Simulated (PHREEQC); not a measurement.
Make-up at 20 °C: 0.082 mol HCl, 5.9e-05 mol FeSO4 and 0.003 mol Na2SO4 per kg of water. Closed to the air; pH follows from the charge balance.

All values are PHREEQC results (ion-association model, phreeqc.dat), not measurements.

This is a speciation only: nothing precipitates in the calculation.

Predict the pH.

pH 1.18.

In which forms is Fe present?

Fe+2 93 %, FeCl+ 4.3 %, FeSO4 1.9 %, FeHSO4+ 1.1 % of the Fe.
